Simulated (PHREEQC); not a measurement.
Make-up at 50 °C: 0.4 mol MgCl2, 0.0013 mol Na2B4O7 and 0.0071 mol KBr per kg of water. Closed to the air; pH follows from the charge balance.

Model: Pitzer model, pitzer.dat, run in PHREEQC.

This is a speciation only: nothing precipitates in the calculation.

### Question
What pH, osmotic coefficient does the model give?

### Answer
pH 8.25; osmotic coefficient 0.900.

### Question
In which forms is B present?

### Answer
B(OH)3 55 %, B(OH)4- 23 %, MgB(OH)4+ 23 % of the B.

Species that the database lacks are ignored. In brines, pH and single-ion activities rest on the MacInnes convention. Constants without temperature data keep their 25 °C values here.
